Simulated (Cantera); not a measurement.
Feed: 1 mol C, 0.025 mol NH₃, at 852 °C.

These are equilibrium values from Cantera (NASA tables, ideal gas, pure condensed phases), not measurements of a reactor. Candidate condensed phases: C, C₆H₆, C₇H₈, C₈H₁₈; 92 gas species. The ideal-gas law is rough above about 30 bar. Rates play no part.

x: gas mole fraction; n: condensed amount in mol.

```csv
P (Pa),x H₂,x N₂,x CH₄,x NH₃,x C₂H₆,n C(graphite)
10,0.750,0.250,1.62e-6,(withheld),<1e-12,1.000
100,0.750,0.250,1.62e-5,(withheld),<1e-12,1.000
1000,0.750,0.250,0.000162,(withheld),1.65e-11,1.000
10000,0.748,0.250,0.00161,(withheld),1.64e-9,1.000
100000,0.731,0.254,0.0154,(withheld),1.53e-7,0.999
1000000,0.614,0.277,0.109,(withheld),9.05e-6,0.995
10000000,0.337,0.331,0.328,(withheld),0.000150,0.988
```

Q: Fill in the missing entries.

A: 
- 10, x NH₃: 9.01e-9
- 100, x NH₃: 9.01e-8
- 1000, x NH₃: 9.01e-7
- 10000, x NH₃: 8.98e-6
- 100000, x NH₃: 8.73e-5
- 1000000, x NH₃: 0.000702
- 10000000, x NH₃: 0.00313
